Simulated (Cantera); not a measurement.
A perfectly stirred reactor is fed with 13.6 % CH4, 18.1 % O2, 68.3 % N2, at 65000 Pa; it is adiabatic with a 475 K inlet, and is followed from long to short residence time, starting on the burning branch (τ in s: 0.021, 0.0069, 0.0023, 0.00076, 0.00025, 8.3e-05, 2.8e-05, 9.1e-06, 3e-06).

Detailed kinetics in Cantera: GRI-Mech 3.0 (53 species, 325 reactions).

**Question.** Predict: blow-out, bracketed by the residence times tried; x(CH4) at τ = 21.0 ms; x(O2) at τ = 21.0 ms; x(HCO) at τ = 21.0 ms; x(H2) at τ = 21.0 ms; x(C2H4) at τ = 21.0 ms; x(CH4) at τ = 0.250 ms; x(O2) at τ = 0.250 ms.

**Answer.** 
```json
{
 "blow_out_bracketed_by_the_residence_times_tried": "burning at 0.760 ms, out at 0.250 ms",
 "x(CH4) at τ = 21.0 ms": "0.000668",
 "x(O2) at τ = 21.0 ms": "0.000484",
 "x(HCO) at τ = 21.0 ms": "4.04e-7",
 "x(H2) at τ = 21.0 ms": "0.0779",
 "x(C2H4) at τ = 21.0 ms": "5.17e-6",
 "x(CH4) at τ = 0.250 ms": "0.136",
 "x(O2) at τ = 0.250 ms": "0.181"
}
```
